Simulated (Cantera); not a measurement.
Cantera run:

```python
import numpy as np
import cantera as ct

gas_names = """
    C CH CH2 CH3 CH2OH CH3O CH4 CH3OH CO CO2 COOH C2 C2H CHCO,ketyl C2H2,acetylene C2H2,vinylidene
    CH2CO,ketene C2H3,vinyl CH3CO,acetyl C2H4 C2H4O,ethylen CH3CHO,ethanal CH3COOH (HCOOH)2 C2H5 C2H6
    CH3OCH3 C2H5OH C2O C3 C3H3,propargyl C3H4,allene C3H4,propyne C3H4,cyclo- C3H5,allyl C3H6,propylene
    C3H6,cyclo- C3H6O C3H7,n-propyl C3H7,i-propyl C3H8 C3H8O,1propanol C3H8O,2propanol C3O2 C4 C4H2
    C4H4,1,3-cyclo- C4H6,butadiene C4H6,2-butyne C4H6,cyclo- C4H8,1-butene C4H8,cis2-buten
    C4H8,tr2-butene C4H8,isobutene C4H8,cyclo- (CH3COOH)2 C4H9,n-butyl C4H9,i-butyl C4H9,s-butyl
    C4H9,t-butyl C4H10,isobutane C4H10,n-butane C5 C5H6,1,3cyclo- C5H8,cyclo- C5H10,1-pentene
    C5H10,cyclo- C5H11,pentyl C5H11,t-pentyl C5H12,n-pentane C5H12,i-pentane CH3C(CH3)2CH3 C6H2
    C6H5,phenyl C6H5O,phenoxy C6H6 C6H5OH,phenol C6H10,cyclo- C6H12,1-hexene C6H12,cyclo- C6H13,n-hexyl
    C7H7,benzyl C7H8 C7H8O,cresol C7H14,1-heptene C7H15,n-heptyl C7H16,n-heptane C8H8,styrene
    C8H10,ethylbenz C8H16,1-octene C8H17,n-octyl C8H18,isooctane C8H18,n-octane C9H19,n-nonyl
    C10H8,naphthale C10H21,n-decyl C12H9,o-bipheny C12H10,bipheny H HCO HO2 H2 HCHO,formaldehy HCOOH H2O
    H2O2 O OH O2 O3 Si SiC SiC2 SiC4H12 SiH SiH2 SiH3 SiH4 SiO SiO2 Si2 Si2C Si3
""".split()
cond_names = """
    C(gr) C6H6(L) C7H8(L) C8H18(L),n-octa H2O(s) H2O(L) Si(cr) Si(L) SiC(b) SiO2(Lqz) SiO2(hqz) SiO2(L)
""".split()


def load(file, names, dense=False):
    # The tables refer to 1 bar. Condensed volumes are neglected.
    table = {s.name: s for s in ct.Species.list_from_file(file)}
    out = []
    for n in names:
        d = dict(table[n].input_data)
        d["thermo"] = dict(d["thermo"], **{"reference-pressure": 1e5})
        if dense:
            d["equation-of-state"] = {"model": "constant-volume", "density": "1e6 g/cm^3"}
        out.append(ct.Species.from_dict(d))
    return out


gas = ct.Solution(thermo="ideal-gas", species=load("nasa_gas.yaml", gas_names))
cond = {s.name: ct.Solution(thermo="fixed-stoichiometry", species=[s], name=s.name)
        for s in load("nasa_condensed.yaml", cond_names, dense=True)}
atoms = {
    'HMDSO': {'Si': 2, 'C': 6, 'H': 18, 'O': 1},
    'O3': {'O': 3},
    'H2': {'H': 2},
}
top_T = {'C(gr)': 4500, 'SiC(b)': 3050}  # K; cautious upper limits of use, not melting points


def equilibrate(T, P, feed):
    n = {}
    for name, mol in feed.items():
        for a, k in atoms[name].items():
            n[a] = n.get(a, 0.0) + k * mol
    gas.TPX = T, P, n
    mass = sum(n.values()) * gas.mean_molecular_weight
    gas.equilibrate("TP")
    valid = [c for c in cond.values() if c.min_temp <= T <= top_T.get(c.name, c.max_temp)]
    mix = ct.Mixture([(gas, mass / gas.mean_molecular_weight)] + [(c, 0.0) for c in valid])
    mix.T, mix.P = T, P
    mix.equilibrate("TP", solver="vcs", rtol=1e-11, max_steps=5000)
    return mix


results = []
feed = {'HMDSO': 1, 'O3': 0.89, 'H2': 13}  # mol
P = 12000  # Pa
for T in [550, 650, 750, 850, 950, 1050, 1150, 1250, 1350, 1450, 1550, 1650]:
    mix = equilibrate(T, P, feed)
    results.append((T, P, feed, dict(zip(mix.species_names, mix.species_moles))))

top = {s: max(r[3][s] / sum(r[3][g] for g in gas_names) for r in results) for s in gas_names}
cols = sorted((s for s in top if top[s] > 1e-05), key=lambda s: -top[s])[:9]
seen = [c for c in cond_names if any(r[3].get(c, 0) > 1e-12 for r in results)]
print("log10 of partial pressures in bar; condensed amounts in mol")
print(f"{'T/K':>10s}" + "".join(f"{s[:9]:>10s}" for s in cols + seen))
for T, P, feed, n in results:
    ng = sum(n[g] for g in gas_names)
    print(f"{T:10.4g}" + "".join(f"{np.log10(max(n[s] / ng * P / 1e5, 1e-99)):10.3f}" for s in cols)
          + "".join(f"{n.get(c, 0):10.4g}" for c in seen))
```

It prints:

```
log10 of partial pressures in bar; condensed amounts in mol
       T/K        H2       CH4        CO       SiO         H C2H2,acet       H2O     C(gr)    SiC(b) SiO2(Lqz) SiO2(hqz)
       550    -1.115    -1.363   -22.664   -26.670   -18.632   -23.257   -16.646         0     0.165     1.835         0
       650    -1.115    -1.363   -16.342   -21.587   -15.420   -17.514   -13.502         0     0.165     1.835         0
       750    -1.033    -1.562   -12.225   -17.703   -13.016   -13.907   -11.299     1.746     0.165     1.835         0
       850    -0.950    -2.106    -9.714   -14.534   -11.164   -11.971    -9.815     4.488     0.165         0     1.835
       950    -0.929    -2.634    -7.740   -12.044    -9.719   -10.491    -8.699     5.418     0.165         0     1.835
      1050    -0.924    -3.090    -6.148   -10.034    -8.553    -9.307    -7.813     5.687    0.1651         0     1.835
      1150    -0.922    -3.475    -4.836    -8.379    -7.588    -8.335    -7.087      5.77    0.1663         0     1.834
      1250    -0.922    -3.803    -3.738    -6.994    -6.777    -7.521    -6.483     5.756    0.1818         0     1.818
      1350    -0.927    -4.093    -2.806    -5.818    -6.086    -6.834    -5.975     5.385    0.3099         0      1.69
      1450    -0.958    -4.398    -2.006    -4.808    -5.503    -6.270    -5.567     2.872     1.149         0    0.8477
      1550    -0.988    -4.668    -1.767    -4.386    -4.996    -5.783    -5.671    0.3427     1.991         0         0
      1650    -0.988    -4.853    -1.767    -4.227    -4.536    -5.329    -5.947    0.3506     1.987         0         0
```

Cantera equilibrium calculation (NASA polynomials, part measured and part estimated; ideal gas, pure solids and liquids). The feed counts by its element totals alone. Mutual solubility and eutectic melting of coexisting phases are not modelled. The tables hold silica as quartz up to 1696 K and as liquid above; real silica turns to tridymite and cristobalite and melts near 1996 K.
